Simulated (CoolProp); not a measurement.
Vapour-liquid equilibrium of R114 (1) + n-heptane (2) at 303.8 K; x and y are mole fractions of (1).

Model: multi-fluid Helmholtz-energy mixture model, Platzer 1990 and Span 2003; pair parameters Bell 2016, in CoolProp. This equation is an older, rougher fit; its heat capacities, sound speeds and derivatives of the liquid may be far off and weren't checked against measurements.

Task: Give the bubble pressure and the first vapour's composition at x = 0.275, 0.8, 0.875. Is there an azeotrope?

Result: x = 0.275: 1.048 bar, y = 0.939; x = 0.8: 2.124 bar, y = 0.986; x = 0.875: 2.273 bar, y = 0.991. No azeotrope shows between x = 0.05 and 0.95.

Pair parameters are fitted to limited data, so mixtures are less certain than the pure fluids.
